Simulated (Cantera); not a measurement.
## Silicon oxide and oxynitride deposition: TEOS + O₃ + CO₂

Input: 1 mol TEOS, 8.5 mol O₃, 7 mol CO₂, held at 723 K and 100000 Pa.

These are equilibrium values from Cantera (NASA tables, ideal gas, pure condensed phases), not measurements of a reactor. Candidate condensed phases: C, C₆H₆, C₇H₈, C₈H₁₈, H₂O, Si, SiC, SiO₂; 123 gas species. The feed counts by its element totals alone. The numbers say what is thermodynamically allowed, not how fast it happens.

```
Quantity                                   Result
--------------------------------------  ---------
x(CO₂)                                      0.583
x(H₂O)                                      0.388
x(O₂)                                      0.0291
n(SiO₂(α-quartz))                        1.00 mol
gas amount                              25.75 mol
log10 activity of C(graphite) (absent)     -27.27
log10 activity of Si(s) (absent)           -54.76
```
